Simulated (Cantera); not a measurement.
**Low-pressure radical oxidation in H2/O2**

An isothermal, constant-pressure homogeneous reactor starts with H₂ : O₂ = 0.085 : 1 (molar parts), equivalence ratio 0.043, at 1323 K and 12.0 Torr.

Cantera simulation using GRI-Mech 3.0 (53 species, 325 reactions); the numbers are that mechanism's predictions, not measurements. Radical loss at walls, strong at low pressure, is not modelled. The temperature is held fixed by assumption; the heat of reaction is taken as removed at once.

```csv
t (s),x H₂,x O₂,x H,x HO₂,x OH
8.00e-5,0.0783,0.922,4.24e-8,5.25e-8,4.18e-8
0.000215,0.0783,0.922,4.25e-7,1.42e-7,5.09e-7
0.000576,0.0778,0.921,0.000140,7.82e-7,0.000170
0.00155,0.00226,0.862,0.0144,4.19e-6,0.00757
0.00415,0.00176,0.866,0.0121,4.07e-6,0.00687
0.0111,0.00142,0.878,0.00845,3.92e-6,0.00621
0.0299,0.000822,0.896,0.00352,3.38e-6,0.00477
0.0803,0.000265,0.911,0.000620,2.12e-6,0.00273
0.215,5.20e-5,0.917,5.31e-5,8.03e-7,0.00121
0.578,9.17e-6,0.918,3.93e-6,2.16e-7,0.000510
1.55,1.87e-6,0.918,3.64e-7,6.25e-8,0.000231
4.16,4.69e-7,0.918,4.59e-8,3.36e-8,0.000116
11.2,1.53e-7,0.918,8.61e-9,3.74e-8,6.64e-5
30.0,9.11e-8,0.918,3.96e-9,4.44e-8,5.12e-5
```
x: mole fraction; the columns are a selection and need not sum to one.

Equilibrium at this temperature and pressure: H₂ 8.78e-8, O₂ 0.918, H 3.74e-9, HO₂ 4.51e-8, OH 5.02e-5 (gas phase only).
